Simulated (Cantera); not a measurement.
## Ignition delay

Mixture: CO : H2 : CH4 : O2 : N2 = 1 : 0.061 : 0.056 : 0.988 : 3.72 (molar parts), equivalence ratio 0.65, at 9.87 atm, adiabatic and at constant pressure. Ignition delay is the time to a rise of 400 K.

Model: GRI-Mech 3.0 (53 species, 325 reactions), integrated in Cantera. Where the delays flatten at high temperature, the 400 K rule measures the pace of heat release, not the induction time.

```
T0 (K)  delay (ms)
------  ----------
1100         0.673
1200         0.138
1300        0.0432
1400        0.0190
1500        0.0109
1600       0.00753
1700       0.00578
1800       0.00476
1900       0.00413
2000       0.00372
```
